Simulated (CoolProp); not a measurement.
CF4 (R14) at several states: Z from the reference equation and from simpler models built on Tc = -45.8 °C, pc = 3.762 MPa, ω = 0.178; each cubic takes its own stable root.

Computed with CoolProp (reference Helmholtz-energy equation of state, Platzer 1990). This equation is an older, rougher fit.

```csv
T (°C),p (MPa),phase,reference
72.35,0.527,gas,0.9893
-107.85,0.128,gas,0.9697
-82.25,0.021,gas,0.9968
-44.65,2.2,gas,0.7691
193.15,0.66,gas,0.9989
```

Question: How far does each simpler model (Redlich-Kwong, Soave-Redlich-Kwong, Peng-Robinson) lie from the reference over these 5 states: mean and median of the absolute difference, and the worst?

Answer: 
- Redlich-Kwong: mean 0.2 %, median 0.1 %, worst -0.4 % at 193.15 °C and 0.66 MPa
- Soave-Redlich-Kwong: mean 0.0 %, median 0.0 %, worst +0.1 % at 72.35 °C and 0.527 MPa
- Peng-Robinson: mean 0.7 %, median 0.2 %, worst -2.6 % at -44.65 °C and 2.2 MPa
